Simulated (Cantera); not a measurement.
A closed system holds: 1 mol SiCl4, 1 mol HCl, 9.6 mol H2, equilibrated at 1648.15 K and 21000 Torr.

These are equilibrium values from Cantera (NASA tables, ideal gas, pure condensed phases), not measurements of a reactor. The tables' values for SiCl3 are old estimates; treat these amounts as uncertain. Kinetics and transport are ignored.

| species | before | after |
|---|---|---|
| H2 | 0.759 | 0.746 |
| HCl | 0.156 | 0.170 |
| SiCl4 | 0.0297 | 0.0225 |
| SiCl2 | 0.0136 | 0.0214 |
| SiHCl3 | 0.0241 | 0.0204 |
| SiCl3 | 0.0135 | 0.0160 |
| H | 1.47e-5 | 2.98e-5 |
| SiH3Cl | 0.000139 | 0.000157 |
| SiH2Cl2 | 0.00334 | 0.00324 |
Gas species are given as mole fractions.

**Question.** What was changed between the two runs?
A) temperature from 1648.15 K to 723.15 K
B) temperature from 1648.15 K to 1600 K
C) temperature from 1648.15 K to 1723.15 K
D) pressure from 21000 Torr to 90.0 Torr

**Answer.** C, temperature from 1648.15 K to 1723.15 K
